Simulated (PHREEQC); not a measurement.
# Buffer

Dissolve 0.0025 mol H3PO4, 0.062 mol KOH and 0.0093 mol NaCl per kg of water at 25 °C. Closed to the air; pH follows from the charge balance.

Computed with PHREEQC (ion-association model, wateq4f.dat).

Precipitation was switched off in this run.

Problem. Predict the pH, ionic strength.

Solution. pH 12.63; ionic strength 0.0780 mol/kgw.

Problem. In which forms is P present?

Solution. PO4-3 85 %, HPO4-2 14 %, KHPO4- 0.7 % of the P.

H3PO4, which wateq4f.dat lacks, is added to it with the constant of phreeqc.dat.
